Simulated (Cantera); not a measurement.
A freely propagating, adiabatic, planar premixed flame of 50.0 % H₂, 13.9 % O₂, 36.1 % N₂, equivalence ratio 1.8, unburnt at 700 K and 400000 Pa; unity-Lewis-number transport, grid criteria slope 0.08 and curve 0.16, no radiation.

Cantera simulation using the H2/O2 subset of GRI-Mech 3.0, which has no nitrogen chemistry; the numbers are that mechanism's predictions, not measurements. The hydrogen kinetics of GRI-Mech 3.0 are dated; newer H2 mechanisms differ, most at raised pressure. Unity Lewis numbers drop preferential diffusion, which matters most where H2 and H carry the flame. Burning velocities carry a grid error of a few per cent, more on coarse grids.

**Question.** Predict: laminar burning velocity; thermal thickness; peak x(H₂O₂); peak x(H); peak x(HO₂).

**Answer.** 
```json
{
 "laminar_burning_velocity": "1040 cm/s",
 "thermal_thickness": "0.0675 mm",
 "peak x(H₂O₂)": "1.63e-5",
 "peak x(H)": "0.0952",
 "peak x(HO₂)": "0.000579"
}
```
